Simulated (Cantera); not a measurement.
What does this Cantera script print?

```python
import numpy as np
import cantera as ct

gas = ct.Solution("gri30.yaml")
gas.TPX = 1775, 790000, {'CH3OH': 1, 'O2': 0.66, 'N2': 17.2}
reactor = ct.IdealGasReactor(gas, energy="on", clone=False)
net = ct.ReactorNet([reactor])
net.rtol, net.atol = 1e-08, 1e-16
show = ['CH3OH', 'O2', 'C2H6', 'CH4', 'H2']
times = np.geomspace(6e-06, 6, 16)

steps = ct.SolutionArray(gas, extra=["t"])
rows = []
print(f"{'t/s':>10s}{'T/K':>9s}{'P/Pa':>11s}" + "".join(f"{s:>11s}" for s in show))
for t in times:
    while net.time < t:
        t_next = net.step()
        steps.append(gas.state, t=t_next)
    rows.append([np.interp(t, steps.t, y) for y in (steps.T, steps.P, *steps(*show).X.T)])
    print(f"{t:10.3e}{rows[-1][0]:9.1f}{rows[-1][1]:11.4g}" + "".join(f"{x:11.3e}" for x in rows[-1][2:]))
rate = np.gradient(steps.T, steps.t)
print("integrator steps:", len(steps.t))
if steps.T.max() > steps.T[0] + 200:
    print(f"time of steepest temperature rise: {steps.t[rate.argmax()]:.4e} s")
gas.TPX = 1775, 790000, {'CH3OH': 1, 'O2': 0.66, 'N2': 17.2}
gas.equilibrate("UV")
print(f"equilibrium (UV): T = {gas.T:.1f} K  " + "  ".join(f"{s} {gas[s].X[0]:.3e}" for s in show))
```

It prints:

```
       t/s      T/K       P/Pa      CH3OH         O2       C2H6        CH4         H2
 6.000e-06   1872.9  8.815e+05  9.508e-03  1.971e-02  1.158e-06  3.839e-04  4.209e-02
 1.507e-05   2121.6  1.017e+06  4.408e-13  1.604e-04  1.387e-17  3.907e-11  3.973e-02
 3.786e-05   2184.4  1.043e+06  3.071e-13  1.698e-05  8.611e-21  2.132e-11  4.229e-02
 9.509e-05   2202.6  1.051e+06  2.833e-13  2.412e-06  3.293e-21  3.196e-11  4.292e-02
 2.389e-04   2208.5  1.053e+06  2.509e-13  4.887e-07  2.556e-21  5.032e-11  4.313e-02
 6.000e-04   2209.8  1.054e+06  2.404e-13  2.458e-07  2.877e-21  7.270e-11  4.317e-02
 1.507e-03   2209.9  1.054e+06  2.427e-13  2.347e-07  3.266e-21  7.941e-11  4.317e-02
 3.786e-03   2209.9  1.054e+06  2.428e-13  2.347e-07  3.288e-21  7.961e-11  4.317e-02
 9.509e-03   2209.9  1.054e+06  2.429e-13  2.347e-07  3.290e-21  7.963e-11  4.317e-02
 2.389e-02   2209.9  1.054e+06  2.429e-13  2.347e-07  3.292e-21  7.966e-11  4.317e-02
 6.000e-02   2209.9  1.054e+06  2.429e-13  2.347e-07  3.293e-21  7.968e-11  4.317e-02
 1.507e-01   2209.9  1.054e+06  2.429e-13  2.347e-07  3.293e-21  7.968e-11  4.317e-02
 3.786e-01   2209.9  1.054e+06  2.429e-13  2.347e-07  3.294e-21  7.968e-11  4.317e-02
 9.509e-01   2209.9  1.054e+06  2.429e-13  2.347e-07  3.294e-21  7.968e-11  4.317e-02
 2.389e+00   2209.9  1.054e+06  2.429e-13  2.347e-07  3.294e-21  7.968e-11  4.317e-02
 6.000e+00   2209.9  1.054e+06  2.429e-13  2.347e-07  3.294e-21  7.968e-11  4.317e-02
integrator steps: 1795
time of steepest temperature rise: 8.7290e-06 s
equilibrium (UV): T = 2209.9 K  CH3OH 2.493e-13  O2 2.347e-07  C2H6 4.041e-21  CH4 8.958e-11  H2 4.317e-02
```

Model: GRI-Mech 3.0 (53 species, 325 reactions), integrated in Cantera. GRI-Mech 3.0 was tuned for natural gas; its chemistry of methanol as a main component is partial and can be far from experiment.
